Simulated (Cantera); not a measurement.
An adiabatic, constant-volume homogeneous reactor starts with CH3OH : O2 : N2 = 1 : 1 : 8.06 (molar parts), at 1275 K and 16.0 bar.

Computed with Cantera and GRI-Mech 3.0 (53 species, 325 reactions). GRI-Mech 3.0 was tuned for natural gas; its chemistry of methanol as a main component is partial and can be far from experiment. The pressure lies above the range GRI-Mech 3.0 was tuned for (to about 10 atm).

One state of this run: T (K) = 2504; P (bar) = 34.6; x CH3OH = 1.32e-12; x O2 = 1.75e-5; x H2 = 0.0358; x HCN = 1.58e-7; x C2H6 = <1e-12; x H = 0.000829. x: mole fraction; the columns are a selection and need not sum to one.

### Question
Which value of t (s) does it belong to?
A) 2.80e-5
B) 1.07
C) 0.000105
D) 2.00e-6

### Answer
B, 1.07
